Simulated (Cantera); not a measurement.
A freely propagating, adiabatic, planar premixed flame of 10.0 % CH4, 0.321 % CO, 15.5 % O2, 74.1 % N2, equivalence ratio 1.3, unburnt at 425 K and 330 Torr; mixture-averaged transport, grid criteria slope 0.08 and curve 0.16, no radiation.

Detailed kinetics in Cantera: GRI-Mech 3.0 (53 species, 325 reactions). Burning velocities carry a grid error of a few per cent, more on coarse grids.

x: mole fraction of selected species; z is measured from the peak of heat release.

```csv
z (mm),T (K),u (m/s),x CH4,x CO,x O2,x H,x H2,x NO
-3.92,425,0.368,0.0999,0.00320,0.155,<1e-8,0.00254,<1e-8
-2.61,429,0.373,0.0992,0.00326,0.154,<1e-8,0.00643,<1e-8
-1.96,447,0.390,0.0976,0.00362,0.152,<1e-8,0.0113,4.83e-8
-1.31,559,0.493,0.0897,0.00660,0.144,[?],0.0200,5.30e-7
-0.653,1000,0.898,0.0592,0.0230,0.106,[?],0.0318,4.67e-6
-0.327,1360,1.23,0.0321,0.0404,0.0691,[?],0.0376,9.26e-6
0,1677,1.53,0.00825,0.0575,0.0297,[?],0.0401,1.64e-5
0.327,1813,1.66,0.000833,0.0607,0.00868,[?],0.0381,2.70e-5
0.653,1845,1.68,5.68e-5,0.0567,0.00246,0.00641,0.0367,3.66e-5
1.31,1860,1.69,4.32e-7,0.0520,0.000585,0.00655,0.0374,4.63e-5
2.61,1874,1.70,<1e-8,0.0503,0.000346,[?],0.0382,5.23e-5
5.23,1889,1.71,<1e-8,0.0505,0.000216,[?],0.0384,5.46e-5
10.5,1905,1.73,<1e-8,0.0508,0.000105,[?],0.0386,5.54e-5
```

Question: Some entries are withheld; supply them.

Answer: 
- -1.31, x H: 2.53e-7
- -0.653, x H: 5.01e-5
- -0.327, x H: 0.000405
- 0, x H: 0.00224
- 0.327, x H: 0.00502
- 2.61, x H: 0.00571
- 5.23, x H: 0.00446
- 10.5, x H: 0.00307
